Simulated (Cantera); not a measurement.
Input: 1 mol CH3Cl, 4.6 mol H2, equilibrated at 3450 K and 1000 Pa.

Cantera equilibrium calculation (NASA polynomials, part measured and part estimated; ideal gas, pure solids and liquids). Candidate condensed phases: C, C6H6, C7H8, C8H18; 91 gas species. The numbers say what is thermodynamically allowed, not how fast it happens.

Base state: H 0.850, Cl 0.0710, C 0.0340, H2 0.0261, C3 0.00853, C2 0.00581, HCl 0.00328, C2H 0.00130 (mole fractions); condensed: gas only.

Problem. What changes in the equilibrium state with this change: pressure from 1000 Pa to 13300 Pa?

Solution. 
```csv
species,before,after
H,0.850,0.657
H2,0.0261,0.208
Cl,0.0710,0.0627
C,0.0340,0.00719
HCl,0.00328,0.0298
C3,0.00853,0.0144
C4H2,2.84e-7,0.000144
C2HCl,5.81e-7,4.21e-5
C2H2 (vinylidene),1.03e-6,6.53e-5
C2H2 (acetylene),0.000133,0.00847
CH2,2.13e-6,4.79e-5
```
The tables' values for CCl are old estimates; treat these amounts as uncertain.
